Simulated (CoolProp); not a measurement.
The fluid at 403.13 K and 0.00572 MPa is compressed adiabatically to 0.0297 MPa with isentropic efficiency 0.85. The same conditions are run with several fluids, on thermodynamics alone (safety and materials aside).

Computed with CoolProp (reference Helmholtz-energy equation of state of each fluid (n-nonane: Lemmon 2006; R115: Lemmon 2016; n-perfluorobutane: Gao 2022; normal hydrogen: Leachman 2009; 1,2-dichloroethane: Thol 2015)).

```csv
fluid,work (kJ/kg),final temperature (K),final density (kg/m³)
n-nonane,51.5,427.5,1.09
R115,44.3,454.5,1.22
n-perfluorobutane,28.1,432.4,…
normal hydrogen,4110,685.9,0.0105
"1,2-dichloroethane",…,…,0.745
```

Q: Some entries are withheld; supply them.

A: 
- n-perfluorobutane, final density (kg/m³): 1.97
- 1,2-dichloroethane, work (kJ/kg): 70.5
- 1,2-dichloroethane, final temperature (K): 476.1
